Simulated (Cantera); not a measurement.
Boron, boron nitride and boron oxide: borazine + H2O + H2

A closed system holds: 1 mol borazine, 0.46 mol H2O, 6.4 mol H2, held at 50.0 Pa.

Equilibrium computed with Cantera from the NASA thermochemical tables; the gas is ideal and each condensed phase is pure. Candidate condensed phases: B, BN, B2O3, B3O3H3, H2O; 39 gas species. The feed counts by its element totals alone. Mutual solubility and eutectic melting of coexisting phases are not modelled. The tables' values for BH2 are old estimates; treat these amounts as uncertain. Equilibrium is a limit: real reactors are often held back by kinetics, nucleation or transport.

From 1625 °C to 1675 °C the condensed part is B(s) + BN(s). From 1725 °C to 2075 °C the condensed part is B(s). The main B-bearing gas is HBO at 1625 °C and B at 2075 °C. The share of B in condensed phases is highest at 1625 °C (84.5 %) and lowest at 2075 °C (64.9 %).

| T (°C) | x H2 | x H | x N2 | x B | x BO | x HBO | n B(s) | n BN(s) |
|---|---|---|---|---|---|---|---|---|
| 1625 | 0.879 | 0.0328 | 0.0473 | 4.45e-5 | 0.0142 | 0.0238 | 0.563 | 1.97 |
| 1675 | 0.810 | 0.0455 | 0.106 | 0.000110 | 0.0168 | 0.0196 | 2.01 | 0.518 |
| 1725 | 0.775 | 0.0632 | 0.124 | 0.000258 | 0.0194 | 0.0164 | 2.53 | 0 |
| 1775 | 0.753 | 0.0869 | 0.122 | 0.000581 | 0.0221 | 0.0138 | 2.52 | 0 |
| 1825 | 0.724 | 0.117 | 0.120 | 0.00126 | 0.0242 | 0.0113 | 2.51 | 0 |
| 1875 | 0.689 | 0.155 | 0.117 | 0.00263 | 0.0259 | 0.00907 | 2.49 | 0 |
| 1925 | 0.645 | 0.200 | 0.114 | 0.00532 | 0.0269 | 0.00712 | 2.45 | 0 |
| 1975 | 0.592 | 0.253 | 0.110 | 0.0104 | 0.0273 | 0.00548 | 2.37 | 0 |
| 2025 | 0.530 | 0.312 | 0.105 | 0.0198 | 0.0272 | 0.00411 | 2.23 | 0 |
| 2075 | 0.459 | 0.374 | 0.0986 | 0.0365 | 0.0264 | 0.00299 | 1.95 | 0 |
x: gas mole fraction; n: condensed amount in mol.
